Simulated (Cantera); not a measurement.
A freely propagating, adiabatic, planar premixed flame of H2 : O2 : N2 = 1 : 0.385 : 1.45 (molar parts), equivalence ratio 1.3, unburnt at 550 K and 0.310 bar; mixture-averaged transport, grid criteria slope 0.08 and curve 0.16, no radiation.

Model: the H2/O2 subset of GRI-Mech 3.0, which has no nitrogen chemistry, integrated in Cantera. Burning velocities carry a grid error of a few per cent, more on coarse grids.

### Question
What does this change do: inlet temperature 550 to 525 K?

### Answer
```tsv
quantity	before	after
laminar burning velocity	646 cm/s	599 cm/s
thermal thickness	2.06 mm	2.02 mm
peak x(H2O2)	4.74e-6	6.64e-6
peak x(H)	0.100	0.0982
peak x(OH)	0.0148	0.0143
```
